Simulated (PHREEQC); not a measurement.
A solution holds 3 mmol/kgw H3PO4 and 2.97 mmol/kgw ZnSO4, at 25 °C. Closed to the air; pH follows from the charge balance.

All values are PHREEQC results (ion-association model, wateq4f.dat), not measurements.

This is a speciation only: nothing precipitates in the calculation.

Q: Predict the pH.

A: pH 2.72.

Q: In which forms is Zn present?

A: Zn+2 82 %, ZnSO4 18 % of the Zn.

Species that the database lacks are ignored. H3PO4, which wateq4f.dat lacks, is added to it with the constant of phreeqc.dat. The database has no phosphate complexes of Zn.
